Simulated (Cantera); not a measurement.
A freely propagating, adiabatic, planar premixed flame of H₂ : O₂ : N₂ : H₂O = 1 : 0.685 : 2.58 : 1 (molar parts), equivalence ratio 0.73, unburnt at 400 K and 1.00 atm; mixture-averaged transport, grid criteria slope 0.08 and curve 0.16, no radiation.

Model: the H2/O2 subset of GRI-Mech 3.0, which has no nitrogen chemistry, integrated in Cantera. Burning velocities carry a grid error of a few per cent, more on coarse grids.

```csv
quantity,before,after
laminar burning velocity,77.9 cm/s,176 cm/s
thermal thickness,0.438 mm,0.360 mm
peak x(H₂O₂),9.84e-5,8.83e-5
peak x(OH),0.00520,0.00897
peak x(O),0.00203,0.00372
```

### Question
What was changed between the two runs?
A) H2 1 to 0.77 parts
B) inlet temperature 400 to 625 K
C) inlet temperature 400 to 600 K
D) H2 1 to 1.3 parts

### Answer
D, H2 1 to 1.3 parts
